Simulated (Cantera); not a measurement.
Cantera with NASA thermochemical tables; ideal gases at 1 bar, condensed phases pure. Values are per mole of reaction as written; species without (g) are pure solids or liquids, kept so even where they would boil at 1 bar.

Task: Between 300 and 675 K, where is each reaction favourable under standard conditions?
- 3 Na₂SO₄ → 4 O₃(g) + 3 Na₂S
- 2 Na₂SO₄ → 4 Na + 8 O(g) + S₂(g)

Result: 
- 3 Na₂SO₄ → 4 O₃(g) + 3 Na₂S: ΔG° is 3394 kJ at 300 K and 3107 kJ at 675 K; it stays positive (K < 1). ΔH° is 3587 kJ and ΔS° 711 J/K at 675 K.
- 2 Na₂SO₄ → 4 Na + 8 O(g) + S₂(g): ΔG° is 4471 kJ at 300 K and 3929 kJ at 675 K; it stays positive (K < 1). ΔH° is 4889 kJ and ΔS° 1422 J/K at 675 K.
